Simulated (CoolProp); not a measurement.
Values from CoolProp's reference Helmholtz-energy equation of state, Lemmon 2006. It is a short technical equation, of lower accuracy than the large ones.

Question: For C2F6 (R116), give the phase and the conductivity (mW/(m K)) at 404 K and 0.383 MPa; 425 K and 0.383 MPa.

Answer: 
- 404 K and 0.383 MPa: gas; conductivity 23.1
- 425 K and 0.383 MPa: gas; conductivity 24.8

Thermal conductivity comes from a separate model (Huber 2003), an estimate that may be off by 10 % or more.
